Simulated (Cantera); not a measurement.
An isothermal, constant-pressure homogeneous reactor starts with NO : N2 = 1 : 1.6 (molar parts), at 1550 K and 0.0270 bar. Integrator tolerance rtol = 1e-08.

Computed with Cantera and GRI-Mech 3.0 (53 species, 325 reactions). Radical loss at walls, strong at low pressure, is not modelled.

Question: What does this change do: pressure from 0.0270 bar to 1.01 bar?

Answer: 
| quantity | before | after |
|---|---|---|
| x(NO) at 20.0 s | 0.382 (gas-phase equilibrium 0.00151) | 0.302 (gas-phase equilibrium 0.00151) |
| x(O) at 20.0 s | 3.60e-6 (gas-phase equilibrium 2.10e-5) | 1.63e-6 (gas-phase equilibrium 3.42e-6) |
| x(NO2) at 20.0 s | 3.21e-5 (gas-phase equilibrium 1.09e-6) | 0.000627 (gas-phase equilibrium 6.67e-6) |
| x(N2) at 20.0 s | 0.617 (gas-phase equilibrium 0.807) | 0.657 (gas-phase equilibrium 0.807) |
| x(O2) at 20.0 s | 0.00137 (gas-phase equilibrium 0.192) | 0.0407 (gas-phase equilibrium 0.192) |
